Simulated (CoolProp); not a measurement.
Vapour-liquid equilibrium of R125 (1) + R245fa (2) at 4.6 bar; x and y are mole fractions of (1).

The numbers come from the multi-fluid Helmholtz-energy mixture model, Lemmon 2005 and Akasaka 2015; pair parameters Bell 2016 in CoolProp.

Task: Give the bubble temperature and the first vapour's composition at x = 0.25, 0.85, 0.95. Is there an azeotrope?

Result: x = 0.25: 299.0 K, y = 0.717; x = 0.85: 266.5 K, y = 0.981; x = 0.95: 263.3 K, y = 0.994. No azeotrope shows between x = 0.05 and 0.95.

Pair parameters are fitted to limited data, so mixtures are less certain than the pure fluids.
